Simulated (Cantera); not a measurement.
Input: 1 mol BCl₃, 0.12 mol NH₃, a varied amount of H₂, held at 1625 K and 36.0 Pa.

Equilibrium computed with Cantera from the NASA thermochemical tables; the gas is ideal and each condensed phase is pure. Candidate condensed phases: B, BN, NH₄Cl; 21 gas species. Mutual solubility and eutectic melting of coexisting phases are not modelled. Gases not in the tables: BHCl₂. Kinetics and transport are ignored.

Question: What share of the B ends up in condensed phases as a function of n(H₂) (mol), at 7, 8.9, 11, 14, 18, 23, 29?

Answer: 
| n(H₂) (mol) | B condensed (%) | as |
|---|---|---|
| 7 | 80.0 | B(s) + BN(s) |
| 8.9 | 81.4 | B(s) + BN(s) |
| 11 | 82.3 | B(s) + BN(s) |
| 14 | 83.1 | B(s) + BN(s) |
| 18 | 83.7 | B(s) + BN(s) |
| 23 | 84.1 | B(s) + BN(s) |
| 29 | 84.4 | B(s) + BN(s) |
